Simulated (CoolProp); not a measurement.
Model: reference Helmholtz-energy equation of state, Platzer 1990, in CoolProp. This equation is an older, rougher fit.

Problem. For R13, give the phase and the cv (kJ/(kg K)), conductivity (mW/(m K)), Prandtl number at 251.5 K and 1.01 bar; 255.5 K and 1.01 bar; 279.6 K and 1.01 bar.

Solution. 
- 251.5 K and 1.01 bar: gas; cv 0.505, conductivity 9.42, Prandtl number 0.765
- 255.5 K and 1.01 bar: gas; cv 0.510, conductivity 9.66, Prandtl number 0.763
- 279.6 K and 1.01 bar: gas; cv 0.540, conductivity 11.2, Prandtl number 0.756

Viscosity comes from a separate model (Huber 2003), an estimate that may be off by 10 % or more. Thermal conductivity comes from a separate model (Huber 2003), an estimate that may be off by 10 % or more.
